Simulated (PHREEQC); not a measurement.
Spent oxide etchant (model solution)

Solution (25 °C): 0.32 mmol/kgw NH4HF2 and 0.078 mmol/kgw (NH4)2SiF6. Closed to the air; pH follows from the charge balance.

Model: ion-association model, phreeqc.dat, run in PHREEQC.

No solid was allowed to form.

**Question.** Estimate the pH, specific conductance.

**Answer.** pH 3.53; specific conductance 179 µS/cm.

**Question.** In which forms is F present?

**Answer.** F- 70 %, HF 30 % of the F.

Species that the database lacks are ignored. SiF6-2 is the database's only silicon fluoride.
